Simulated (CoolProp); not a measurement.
Properties of carbon monoxide along the isobar 3.26 MPa.

The numbers come from the reference Helmholtz-energy equation of state, Lemmon 2006 in CoolProp. It is a short technical equation, of lower accuracy than the large ones.

```tsv
T (K)	phase	density (kg/m³)	Joule-Thomson coefficient (K/MPa)	expansivity (1/kK)	fugacity coefficient
79.1	liquid	811.3	(withheld)	5.062	(withheld)
88.1	liquid	773.1	-0.3035	5.679	0.06680
97.1	liquid	731.8	(withheld)	6.595	0.1375
106.2	liquid	684.9	-0.08962	8.081	(withheld)
115.2	liquid	630.0	0.1542	(withheld)	0.3829
124.2	liquid	556.4	(withheld)	18.39	0.5463
133.3	gas	154.2	9.713	65.47	0.6979
142.3	gas	112.6	8.984	(withheld)	0.7564
151.3	gas	95.50	8.019	15.27	0.7991
160.4	gas	84.51	7.184	11.95	0.8328
169.4	gas	76.60	6.490	10.01	0.8596
178.4	gas	70.44	5.900	8.697	0.8815
187.5	gas	65.38	5.388	7.731	0.8998
196.5	gas	61.20	4.946	6.998	0.9150
```

Problem. Fill in the missing entries.

Solution. 
- 79.1, Joule-Thomson coefficient (K/MPa): -0.3498
- 79.1, fugacity coefficient: 0.02639
- 97.1, Joule-Thomson coefficient (K/MPa): -0.2246
- 106.2, fugacity coefficient: 0.2441
- 115.2, expansivity (1/kK): 10.83
- 124.2, Joule-Thomson coefficient (K/MPa): 0.7144
- 142.3, expansivity (1/kK): 22.48
